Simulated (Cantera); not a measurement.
A closed system holds: 1 mol Fe3O4, 100 mol H2, held at 0.100 bar.

Method: chemical equilibrium by Gibbs-energy minimisation in Cantera with the NASA 1993 tables (ideal gas, pure condensed phases). Candidate condensed phases: Fe, FeO, Fe(OH)2, Fe(OH)3, Fe2O3, Fe3O4, H2O; 12 gas species. Equilibrium is a limit: real reactors are often held back by kinetics, nucleation or transport.

Q: At 1102 °C, list the 3 most abundant gas species with their mole fractions, and the condensed phases.

A: H2 0.960, H2O 0.0400, H 1.06e-5. Condensed: Fe(γ).
